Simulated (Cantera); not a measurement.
Input (Python, Cantera) and output of one run.

```python
import numpy as np
import cantera as ct

gas_names = """
    H HNO HNO2 HNO3 HO2 H2 H2O H2O2 H2S H2SO4 N NH NH2 NH3 NH2OH NO NO2 NO3 N2 N2H2 N2H4 N2O O OH O2 O3
    S SH SN SO SO2 SO3 S2 S2O S8
""".split()
cond_names = """
    H2O(s) H2O(L) H2SO4(L) S(cr1) S(cr2) S(L)
""".split()


# ... load() reads the species with a 1 bar reference pressure and builds the phases ...
atoms = {
    'NH3': {'N': 1, 'H': 3},
    'SO2': {'S': 1, 'O': 2},
    'O2': {'O': 2},
}
top_T = {}  # K; cautious upper limits of use, not melting points


# ... equilibrate(T, P, feed) seeds the gas with the atoms and calls Mixture.equilibrate('TP', solver="vcs", rtol=1e-11, max_steps=5000) ...
results = []
T = 1050  # K
P = 10000  # Pa
for m in [0.035, 0.048, 0.068, 0.095, 0.13, 0.19, 0.26, 0.36, 0.51]:
    feed = {'NH3': 1, 'SO2': m, 'O2': 0.17}  # mol
    mix = equilibrate(T, P, feed)
    results.append((T, P, feed, dict(zip(mix.species_names, mix.species_moles))))

top = {s: max(r[3][s] / sum(r[3][g] for g in gas_names) for r in results) for s in gas_names}
cols = sorted((s for s in top if top[s] > 0.001), key=lambda s: -top[s])[:9]
seen = [c for c in cond_names if any(r[3].get(c, 0) > 1e-12 for r in results)]
print("log10 of partial pressures in bar; condensed amounts in mol")
print(f"{'n(SO2)':>10s}" + "".join(f"{s[:9]:>10s}" for s in cols + seen))
for T, P, feed, n in results:
    ng = sum(n[g] for g in gas_names)
    print(f"{feed['SO2']:10.4g}" + "".join(f"{np.log10(max(n[s] / ng * P / 1e5, 1e-99)):10.3f}" for s in cols)
          + "".join(f"{n.get(c, 0):10.4g}" for c in seen))
```

It prints:

```
log10 of partial pressures in bar; condensed amounts in mol
    n(SO2)       H2O        H2        N2       H2S        S2       SO2
     0.035    -1.688    -1.278    -1.602    -2.757    -6.777    -8.920
     0.048    -1.662    -1.294    -1.602    -2.620    -6.470    -8.680
     0.068    -1.623    -1.321    -1.602    -2.469    -6.115    -8.374
     0.095    -1.577    -1.359    -1.602    -2.324    -5.748    -8.020
      0.13    -1.523    -1.414    -1.602    -2.188    -5.365    -7.610
      0.19    -1.444    -1.530    -1.602    -2.024    -4.807    -6.942
      0.26    -1.367    -1.718    -1.602    -1.891    -4.164    -6.090
      0.36    -1.281    -2.214    -1.607    -1.803    -2.997    -4.344
      0.51    -1.236    -2.821    -1.639    -2.028    -2.232    -2.657
```

Method: chemical equilibrium by Gibbs-energy minimisation in Cantera with the NASA 1993 tables (ideal gas, pure condensed phases). Gases not in the tables: S3 to S7.
